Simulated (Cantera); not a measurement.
A Cantera script and its output.

```python
import numpy as np
import cantera as ct

gas = ct.Solution("gri30.yaml")
gas.TP = 300, 100000
flame = ct.CounterflowDiffusionFlame(gas, width=0.02)
flame.fuel_inlet.X, flame.fuel_inlet.T = {'CO': 1, 'H2': 0.86, 'CH4': 0.19}, 575
flame.oxidizer_inlet.X, flame.oxidizer_inlet.T = {'O2': 0.21, 'N2': 0.79}, 523
flame.set_refine_criteria(ratio=3, slope=0.12, curve=0.24, prune=0.03)
show = ['OH', 'H', 'NO', 'CO', 'C2H2']

rows = []
print(f"{'mdot':>8s}{'a_max':>10s}{'a_mean':>10s}{'Tmax/K':>9s}" + "".join(f"{s:>11s}" for s in show) + "   (peak mole fractions)")
for i, mdot in enumerate([0.6, 0.87, 1.3, 1.8, 2.6, 3.8, 5.5, 8, 12]):  # kg/m2/s on the oxidiser side
    flame.oxidizer_inlet.mdot, flame.fuel_inlet.mdot = mdot, 0.8 * mdot
    flame.solve(loglevel=0, auto=(i == 0))
    if flame.T.max() < max(575, 523) + 100:
        print(f"{mdot:8.3g}  no burning solution found from the previous one")
        break
    dT = np.abs(np.gradient(flame.T, flame.grid))
    rows.append([flame.strain_rate("max"), flame.strain_rate("mean"), flame.T.max(),
                 *(flame.X[gas.species_index(s)].max() for s in show), max(dT[0], dT[-1]) / dT.max()])
    print(f"{mdot:8.3g}{rows[-1][0]:10.1f}{rows[-1][1]:10.1f}{rows[-1][2]:9.1f}" + "".join(f"{x:11.3e}" for x in rows[-1][3:-1]))
```

It prints:

```
    mdot     a_max    a_mean   Tmax/K         OH          H         NO         CO       C2H2   (peak mole fractions)
     0.6     422.9     116.9   2220.4  1.320e-02  9.823e-03  1.762e-04  5.127e-01  3.166e-03
    0.87     596.9     169.6   2176.5  1.317e-02  1.093e-02  1.427e-04  5.131e-01  3.299e-03
     1.3     870.5     253.4   2135.8  1.318e-02  1.226e-02  1.184e-04  5.120e-01  3.441e-03
     1.8    1183.3     350.8   2101.2  1.303e-02  1.337e-02  1.014e-04  5.111e-01  3.513e-03
     2.6    1675.7     506.8   2062.0  1.271e-02  1.461e-02  8.425e-05  5.110e-01  3.531e-03
     3.8    2403.4     740.7   2022.5  1.224e-02  1.583e-02  6.817e-05  5.115e-01  3.466e-03
     5.5    3420.0    1072.0   1985.9  1.169e-02  1.696e-02  5.407e-05  5.110e-01  3.297e-03
       8    4894.8    1559.3   1949.4  1.106e-02  1.797e-02  4.118e-05  5.113e-01  3.002e-03
      12    7210.5    2338.9   1902.7  1.004e-02  1.872e-02  2.822e-05  5.117e-01  2.494e-03
```

Computed with Cantera and GRI-Mech 3.0 (53 species, 325 reactions). GRI-Mech 3.0 has no aromatics or soot, which form on the fuel side of real flames. The maximum strain rate includes the flame's own expansion and is several times the mean.
